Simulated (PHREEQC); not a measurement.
# Mixed reagents with alkaline etch or developer

Solution A (0.027 mol LiNO3 and 4.5e-05 mol NiCl2 per kg of water) is mixed with solution B (1.4 mmol/kgw LiOH, 0.016 mmol/kgw H4SiO4 and 0.17 mmol/kgw Na2CO3) at 20 °C; shares are by mass of water, 1 kg in all. O2 is buffered at 0.21 atm. No CO2 enters from the air. The run lets Ni(OH)2, NiCO3, SiO2(a), Halite, Nahcolite, Natron precipitate or redissolve, and no other solid.

The series has 11 steps of share of solution B, from 0 to 1.

Computed with PHREEQC (ion-association model, wateq4f.dat).

Problem. Which solids form, in which order, and at which step of the series does each first stand?

Solution. Ni(OH)2 from share of solution B = 0.1 (pH 9.94), last present at share of solution B = 0.9.

The database's Ni(OH)2 is the aged solid; a fresh precipitate is more soluble. The database's nickel carbonate constants are estimates that later reviews lower a good deal.
